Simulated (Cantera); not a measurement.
A freely propagating, adiabatic, planar premixed flame of CH₄ : C₂H₆ : C₃H₈ : O₂ : N₂ : H₂O = 1 : 0.055 : 0.13 : 3.95 : 14.8 : 1.6 (molar parts), equivalence ratio 0.72, unburnt at 450 K and 2.90 bar; mixture-averaged transport, grid criteria slope 0.08 and curve 0.16, no radiation.

Computed with Cantera and GRI-Mech 3.0 (53 species, 325 reactions). GRI-Mech 3.0 was tuned for natural gas; its chemistry of propane as a main component is partial and can be far from experiment. Burning velocities carry a grid error of a few per cent, more on coarse grids.

x: mole fraction of selected species; z is measured from the peak of heat release.

```json
[
 {"z (mm)": "-0.899", "T (K)": "451", "u (m/s)": "0.232", "x CH₄": "0.0464", "x C₂H₆": "0.00255", "x C₃H₈": "0.00603", "x H": "<1e-8", "x HO₂": "7.07e-8", "x C₂H": "<1e-8"},
 {"z (mm)": "-0.599", "T (K)": "459", "u (m/s)": "0.236", "x CH₄": "0.0460", "x C₂H₆": "0.00255", "x C₃H₈": "0.00603", "x H": "<1e-8", "x HO₂": "8.68e-7", "x C₂H": "<1e-8"},
 {"z (mm)": "-0.450", "T (K)": "480", "u (m/s)": "0.248", "x CH₄": "0.0451", "x C₂H₆": "0.00253", "x C₃H₈": "0.00601", "x H": "<1e-8", "x HO₂": "3.43e-6", "x C₂H": "<1e-8"},
 {"z (mm)": "-0.300", "T (K)": "582", "u (m/s)": "0.301", "x CH₄": "0.0411", "x C₂H₆": "0.00242", "x C₃H₈": "0.00582", "x H": "<1e-8", "x HO₂": "2.04e-5", "x C₂H": "<1e-8"},
 {"z (mm)": "-0.150", "T (K)": "954", "u (m/s)": "0.498", "x CH₄": "0.0270", "x C₂H₆": "[?]", "x C₃H₈": "0.00396", "x H": "1.65e-6", "x HO₂": "0.000121", "x C₂H": "<1e-8"},
 {"z (mm)": "-0.0749", "T (K)": "1282", "u (m/s)": "0.673", "x CH₄": "0.0143", "x C₂H₆": "[?]", "x C₃H₈": "0.00133", "x H": "4.15e-5", "x HO₂": "0.000195", "x C₂H": "<1e-8"},
 {"z (mm)": "0", "T (K)": "1600", "u (m/s)": "0.840", "x CH₄": "0.00260", "x C₂H₆": "[?]", "x C₃H₈": "1.89e-5", "x H": "0.000401", "x HO₂": "0.000125", "x C₂H": "2.98e-8"},
 {"z (mm)": "0.0749", "T (K)": "1738", "u (m/s)": "0.908", "x CH₄": "7.89e-5", "x C₂H₆": "[?]", "x C₃H₈": "<1e-8", "x H": "0.000565", "x HO₂": "3.20e-5", "x C₂H": "<1e-8"},
 {"z (mm)": "0.150", "T (K)": "1795", "u (m/s)": "0.934", "x CH₄": "1.60e-6", "x C₂H₆": "<1e-8", "x C₃H₈": "<1e-8", "x H": "0.000388", "x HO₂": "1.82e-5", "x C₂H": "<1e-8"},
 {"z (mm)": "0.300", "T (K)": "1844", "u (m/s)": "0.957", "x CH₄": "<1e-8", "x C₂H₆": "<1e-8", "x C₃H₈": "<1e-8", "x H": "0.000143", "x HO₂": "8.50e-6", "x C₂H": "<1e-8"},
 {"z (mm)": "0.599", "T (K)": "1872", "u (m/s)": "0.970", "x CH₄": "<1e-8", "x C₂H₆": "<1e-8", "x C₃H₈": "<1e-8", "x H": "2.89e-5", "x HO₂": "3.04e-6", "x C₂H": "<1e-8"},
 {"z (mm)": "1.20", "T (K)": "1881", "u (m/s)": "0.974", "x CH₄": "<1e-8", "x C₂H₆": "<1e-8", "x C₃H₈": "<1e-8", "x H": "5.89e-6", "x HO₂": "1.35e-6", "x C₂H": "<1e-8"},
 {"z (mm)": "2.40", "T (K)": "1883", "u (m/s)": "0.975", "x CH₄": "<1e-8", "x C₂H₆": "<1e-8", "x C₃H₈": "<1e-8", "x H": "3.32e-6", "x HO₂": "1.10e-6", "x C₂H": "<1e-8"}
]
```

**Question.** Some entries are withheld; supply them.

**Answer.** 
- -0.150, x C₂H₆: 0.00171
- -0.0749, x C₂H₆: 0.000845
- 0, x C₂H₆: 4.59e-5
- 0.0749, x C₂H₆: 3.36e-8
